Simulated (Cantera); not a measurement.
A perfectly stirred reactor is fed with CO : O2 : H2O : N2 = 0.0021 : 0.038 : 0.0085 : 1 (molar parts), equivalence ratio 0.028, at 2.57 atm; it is held at 1250 K, and followed from long to short residence time.

Cantera simulation using GRI-Mech 3.0 (53 species, 325 reactions); the numbers are that mechanism's predictions, not measurements.

One state of this run: x CO = 0.000905; x O2 = 0.0357; x H2O = 0.00809; x NO = 5.93e-9; x NO2 = 3.29e-10; x O = 1.51e-5. x: mole fraction; the columns are a selection and need not sum to one.

Problem. Which value of τ (s) does it belong to?
A. 0.00040
B. 0.0073
C. 0.031
D. 0.58

Solution. B, 0.0073
